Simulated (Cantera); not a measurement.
Cantera run:

```python
import numpy as np
import cantera as ct

gas_names = [...]  # 95 gases of nasa_gas.yaml made of C, F, H
cond_names = """
    C(gr) C6H6(L) C7H8(L) C8H18(L),n-octa
""".split()


# ... load() reads the species with a 1 bar reference pressure and builds the phases ...
atoms = {
    'CH3F': {'C': 1, 'H': 3, 'F': 1},
    'H2': {'H': 2},
}
top_T = {'C(gr)': 4500}  # K; cautious upper limits of use, not melting points


# ... equilibrate(T, P, feed) seeds the gas with the atoms and calls Mixture.equilibrate('TP', solver="vcs", rtol=1e-11, max_steps=5000) ...
results = []
feed = {'CH3F': 1, 'H2': 0.06}  # mol
T = 2348.15  # K
P = 133.322  # Pa
mix = equilibrate(T, P, feed)
results.append((T, P, feed, dict(zip(mix.species_names, mix.species_moles))))
print(gas.report(threshold=0.001))
for i in range(1, mix.n_phases):
    print(f"{mix.phase(i).name:16s} {mix.phase_moles(i):12.5e} mol")
```

It prints:

```
       temperature   2348.2 K
          pressure   133.32 Pa
           density   6.6285e-05 kg/m^3
  mean mol. weight   9.7068 kg/kmol
   phase of matter   gas

                          1 kg             1 kmol
                     ---------------   ---------------
          enthalpy       -1.3836e+06       -1.3431e+07  J
   internal energy        -3.395e+06       -3.2954e+07  J
           entropy             27773        2.6959e+05  J/K
    Gibbs function       -6.6599e+07       -6.4646e+08  J
 heat capacity c_p              3326             32285  J/K
 heat capacity c_v            2469.5             23971  J/K

                      mass frac. Y      mole frac. X     chem. pot. / RT
                     ---------------   ---------------   ---------------
    C2H2,acetylene         0.0052669         0.0019635           -33.886
                 H          0.021059            0.2028           -13.824
                HF           0.89811           0.43575           -46.591
                H2          0.074568           0.35904           -27.648
     [  +91 minor]        0.00099111         0.0004539

C(gr)             9.90422e-01 mol
```

Cantera equilibrium calculation (NASA polynomials, part measured and part estimated; ideal gas, pure solids and liquids).
